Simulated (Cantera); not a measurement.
An isothermal, constant-pressure homogeneous reactor starts with 64.1 % CH4, 35.9 % CO2, at 1600 K and 100.0 Torr.

Cantera simulation using GRI-Mech 3.0 (53 species, 325 reactions); the numbers are that mechanism's predictions, not measurements. GRI-Mech 3.0 stops at C3 and has no aromatics, soot or wall deposition, so with more carbon than oxygen in the feed, carbon stays in small species such as C2H2 where larger ones or solid carbon would form.

### Question
Predict: x(CH4) at 90.0 s; x(CO2) at 90.0 s; x(C2H6) at 90.0 s; x(HCO) at 90.0 s; x(H) at 90.0 s.

### Answer
```json
{
  "x(CH4) at 90.0 s": "0.00474 (gas-phase equilibrium 0.00457)",
  "x(CO2) at 90.0 s": "0.000103 (gas-phase equilibrium 7.54e-8)",
  "x(C2H6) at 90.0 s": "1.88e-7 (gas-phase equilibrium 1.81e-7)",
  "x(HCO) at 90.0 s": "6.00e-9 (gas-phase equilibrium 6.01e-9)",
  "x(H) at 90.0 s": "0.000113 (gas-phase equilibrium 0.000113)"
}
```
